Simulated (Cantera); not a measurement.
Feed: 1 mol C₂F₆, 0.52 mol H₂, at 0.00370 bar.

Equilibrium computed with Cantera from the NASA thermochemical tables; the gas is ideal and each condensed phase is pure. Candidate condensed phases: C, C₆H₆, C₇H₈, C₈H₁₈; 95 gas species. The feed counts by its element totals alone. The numbers say what is thermodynamically allowed, not how fast it happens. All values below are at 2948 K.

Base state: F 0.689, HF 0.158, CF 0.0714, C₃ 0.0479, CF₂ 0.0138, C 0.00828, H 0.00626, C₂ 0.00482 (mole fractions); condensed: C(graphite).

Problem. What changes in the equilibrium state with this change: pressure from 0.00370 bar to 6.00e-5 bar?

Solution. 
| species | before | after |
|---|---|---|
| F | 0.689 | 0.697 |
| C | 0.00828 | 0.112 |
| H | 0.00626 | 0.0920 |
| HF | 0.158 | 0.0380 |
| CF₂ | 0.0138 | 5.01e-5 |
| CF | 0.0714 | 0.0158 |
| C₂ | 0.00482 | 0.0143 |
| C₃ | 0.0479 | 0.0312 |
| C₅ | 0.000748 | 2.34e-5 |
| C₄ | 0.000139 | 1.99e-5 |
| H₂ | 8.05e-6 | 2.82e-5 |
| C₂H | 5.32e-5 | 3.76e-5 |
| C(graphite), mol | 0.405 | 0 |
